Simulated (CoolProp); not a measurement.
The fluid at 293.15 K and 9.87 MPa flows at 0.46 m/s in a round tube of 25 mm bore and 1.5 µm roughness, fully developed (64/Re and Nu = 3.66 if laminar; Colebrook and Gnielinski if turbulent). The same conditions are run with several fluids, on thermodynamics alone (safety and materials aside).

The numbers come from the reference Helmholtz-energy equation of state of each fluid (carbon dioxide: Span 1996; m-xylene: Zhou 2012; R143a: Lemmon and Jacobsen 2000; ethanol: Schroeder 2014; R245fa: Akasaka 2015) in CoolProp.

Task: Rank carbon dioxide, m-xylene, R143a, ethanol, R245fa by Reynolds number, highest first.

Result: carbon dioxide (120000), R143a (85900), R245fa (33300), m-xylene (15000), ethanol (7260)

```tsv
fluid	Darcy friction factor	pressure drop (Pa/m)	heat-transfer coefficient (W/(m² K))	mass flow (kg/h)
carbon dioxide	0.0177	64.0	1590	695
m-xylene	0.0279	103	658	708
R143a	0.0189	80.6	1050	821
ethanol	0.0338	114	549	648
R245fa	0.0231	135	864	1120
```

Transport values come from each fluid's own correlations; those of R143a, R245fa are estimates that may be off by 10 % or more.
